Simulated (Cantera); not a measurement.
# Thermodynamics of halide evaporation, hydrolysis and transport, feed NaCl + H2

Input: 1 mol NaCl, 3.9 mol H2, equilibrated at 2.20e-5 bar.

These are equilibrium values from Cantera (NASA tables, ideal gas, pure condensed phases), not measurements of a reactor. Candidate condensed phases: Na, NaCl; 10 gas species. The numbers say what is thermodynamically allowed, not how fast it happens.

From 950 K to 2150 K nothing is condensed. The main Na-bearing gas is NaCl at 950 K and Na at 2150 K.

```tsv
T (K)	x H2	x H	x NaCl	x Na	x HCl	x Cl	x Na2Cl2
950	0.808	1.07e-7	0.176	0.000345	0.000345	4.33e-11	0.0153
1050	0.796	1.54e-6	0.200	0.00119	0.00119	2.10e-9	0.00180
1150	0.793	1.42e-5	0.200	0.00315	0.00315	4.95e-8	0.000253
1250	0.790	9.16e-5	0.196	0.00705	0.00705	6.99e-7	4.69e-5
1350	0.783	0.000450	0.189	0.0139	0.0139	6.63e-6	1.07e-5
1450	0.772	0.00177	0.177	0.0244	0.0244	4.55e-5	2.84e-6
1550	0.756	0.00584	0.160	0.0391	0.0388	0.000239	8.21e-7
1650	0.730	0.0165	0.139	0.0574	0.0564	0.00100	2.47e-7
1750	0.689	0.0412	0.114	0.0780	0.0745	0.00343	7.37e-8
1850	0.627	0.0910	0.0858	0.0980	0.0883	0.00973	2.05e-8
1950	0.535	0.179	0.0580	0.114	0.0911	0.0228	4.93e-9
2050	0.412	0.311	0.0337	0.122	0.0782	0.0436	9.34e-10
2150	0.273	0.470	0.0164	0.121	0.0534	0.0672	1.31e-10
```
x: gas mole fraction; nothing condenses.
